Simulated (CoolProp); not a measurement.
Vapour-liquid equilibrium of chloromethane (R40) (1) + isobutene (2) at 238.8 K; x and y are mole fractions of (1).

Values from CoolProp's multi-fluid Helmholtz-energy mixture model, Thol 2014 and Lemmon 2005; pair parameters Bell 2016.

```
x     bubble pressure (MPa)  y at the bubble point  dew pressure at overall composition x (MPa)  liquid density (mol/L)
----  ---------------------  ---------------------  -------------------------------------------  ----------------------
0.05                0.03303                  0.131                                      0.03117                   11.97
0.2                 0.04025             (withheld)                                      0.03476                   12.83
0.35                0.04590                  0.548                                      0.03906              (withheld)
0.5              (withheld)             (withheld)                                      0.04413                   14.94
0.65                0.05472                  0.773                                      0.04985                   16.25
0.8                 0.05847             (withheld)                                      0.05578                   17.77
0.95                0.06196                  0.967                                      0.06136                   19.56
```

**Question.** Some entries are withheld; supply them.

**Answer.** 
- 0.2, y at the bubble point: 0.387
- 0.35, liquid density (mol/L): 13.82
- 0.5, bubble pressure (MPa): 0.05060
- 0.5, y at the bubble point: 0.669
- 0.8, y at the bubble point: 0.870

No azeotrope shows between x = 0.05 and 0.95.

Pair parameters are fitted to limited data, so mixtures are less certain than the pure fluids.
